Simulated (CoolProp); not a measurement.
A single-stage vapour-compression cycle with the fluid: evaporating at 298.15 K (dew point), condensing at 321.15 K (bubble point), superheat 2 K, subcooling 2 K, compressor efficiency 0.65, no pressure losses. The same conditions are run with several fluids, on thermodynamics alone (safety and materials aside).

Values from CoolProp's reference Helmholtz-energy equation of state of each fluid (propane: Lemmon 2009; CH2F2 (R32): Tillner-Roth 1997; the fluoroketone C6F12O (FK-5-1-12): McLinden 2015; R123: Younglove 1994; isobutane: Bücker 2006; cis-2-butene: Lemmon 2005).

| fluid | cooling COP | pressure ratio | discharge temperature (K) | refrigerating effect (kJ/kg) | volumetric capacity (kJ/m³) |
|---|---|---|---|---|---|
| propane | 7.19 | ___ | 331.1 | 280 | 5700 |
| CH2F2 (R32) | 6.93 | 1.77 | 346.3 | 231 | 10800 |
| the fluoroketone C6F12O (FK-5-1-12) | 7.30 | 2.42 | 321.2 | 73.3 | 388 |
| R123 | 7.85 | ___ | 330.4 | ___ | 880 |
| isobutane | ___ | 1.86 | 326.3 | 280 | ___ |
| cis-2-butene | 7.81 | 1.98 | 333.1 | 347 | 1790 |

Task: What belongs in the gaps?

Result: 
- propane, pressure ratio: 1.72
- R123, pressure ratio: 2.19
- R123, refrigerating effect (kJ/kg): 151
- isobutane, cooling COP: 7.56
- isobutane, volumetric capacity (kJ/m³): 2530

The compression ends wet for: the fluoroketone C6F12O (FK-5-1-12).
